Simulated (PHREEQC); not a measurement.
A made-up water analysis in mmol/kgw, 40 °C, pH 3.78, pe 9.8:

```tsv
constituent	mmol/kgw
Na	2.52
K	4.7
Ca	2.7
Mg	0.175
Cl	1.15
S(6)	6.07
Mn(2)	0.145
```

Na is adjusted to close the charge balance.
Valence states are taken as typed.

The numbers come from PHREEQC with the ion-association model, phreeqc.dat.

| quantity | before | after |
|---|---|---|
| ionic strength (mol/kgw) | 0.0187 | 0.0179 |
| SO4-2 (mol/kgw) | 0.00504 | 0.00474 |
| K+ (mol/kgw) | 0.00458 | 0.00451 |
| Ca+2 (mol/kgw) | 0.00201 | 0.00196 |
| CaSO4 (mol/kgw) | 0.000685 | 0.000742 |
| KSO4- (mol/kgw) | 0.000120 | 0.000188 |
| SI of Gypsum (CaSO4:2H2O) | -0.86 | -0.79 |
| SI of Halite (NaCl) | -7.29 | -7.35 |

**Question.** Which change was made?
(A) all concentrations times 4 at the same typed pH
(B) temperature from 40 to 80 °C at the same typed pH
(C) S(6) from 6.07 to 18.2 mmol/kgw

**Answer.** B, temperature from 40 to 80 °C at the same typed pH

Precipitation was switched off in this run. At this temperature some constants are extrapolated from 25 °C, and those without enthalpy data are left unchanged.
